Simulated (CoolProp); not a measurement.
Vapour-liquid equilibrium of n-heptane (1) + o-xylene (2) at 23.7 kPa; x and y are mole fractions of (1).

Computed with CoolProp (multi-fluid Helmholtz-energy mixture model, Span 2003 and Zhou 2012; pair parameters Bell 2016).

Problem. Give the bubble temperature and the first vapour's composition at x = 0.125, 0.35, 0.725. Is there an azeotrope?

Solution. x = 0.125: 84.0 °C, y = 0.445; x = 0.35: 71.8 °C, y = 0.734; x = 0.725: 61.2 °C, y = 0.916. No azeotrope shows between x = 0.05 and 0.95.

Pair parameters are fitted to limited data, so mixtures are less certain than the pure fluids.
